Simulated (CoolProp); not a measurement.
Vapour-liquid equilibrium of o-xylene (1) + n-nonane (2) at 453.5 K; x and y are mole fractions of (1).

Model: multi-fluid Helmholtz-energy mixture model, Zhou 2012 and Lemmon 2006; pair parameters Bell 2016, in CoolProp.

```tsv
x	bubble pressure, mixture model (MPa)	bubble pressure, Raoult's law (MPa)	y, mixture model	y, Raoult's law
0.05	0.2120	0.2103	0.063	0.057
0.15	0.2181	0.2135	0.181	0.169
0.25	0.2236	0.2167	0.291	0.278
0.35	0.2285	0.2199	0.393	0.383
0.45	0.2327	0.2231	0.489	0.485
0.55	0.2362	0.2263	0.581	0.585
0.65	0.2388	0.2295	0.671	0.682
0.75	0.2406	0.2327	0.760	0.776
0.85	0.2414	0.2359	0.852	0.867
0.95	0.2413	0.2391	0.949	0.956
```

The largest gap from Raoult's law is +4.4 % in bubble pressure, at x = 0.55. y crosses x between x = 0.85 and 0.95: the model has an azeotrope there.

Pair parameters are fitted to limited data, so mixtures are less certain than the pure fluids.
